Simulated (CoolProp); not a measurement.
Vapour-liquid equilibrium of R13 (1) + propylene (2) at 194.4 K; x and y are mole fractions of (1).

Computed with CoolProp (multi-fluid Helmholtz-energy mixture model, Platzer 1990 and Lemmon 2013; pair parameters Bell 2016). This equation is an older, rougher fit; its heat capacities, sound speeds and derivatives of the liquid may be far off and weren't checked against measurements.

```tsv
x	bubble pressure, mixture model (kPa)	bubble pressure, Raoult's law (kPa)	y, mixture model	y, Raoult's law
0.05	30.80	23.81	0.411	0.245
0.15	49.59	33.57	0.664	0.521
0.25	?	43.34	0.758	0.672
0.35	73.75	53.10	0.809	0.768
0.45	81.89	62.86	0.843	0.834
0.55	?	72.63	0.869	0.883
0.65	?	82.39	0.893	0.920
0.75	100.7	92.15	0.917	0.949
0.85	106.8	101.9	0.945	0.972
0.95	?	111.7	0.979	0.992
```

Q: Fill in the missing entries.

A: 
- 0.25, bubble pressure, mixture model (kPa): 63.38
- 0.55, bubble pressure, mixture model (kPa): 88.68
- 0.65, bubble pressure, mixture model (kPa): 94.80
- 0.95, bubble pressure, mixture model (kPa): 113.2

The largest gap from Raoult's law is +47.7 % in bubble pressure, at x = 0.15. No azeotrope shows between x = 0.05 and 0.95.

The pair parameters rest on a limited set of measurements; away from them the model extrapolates.
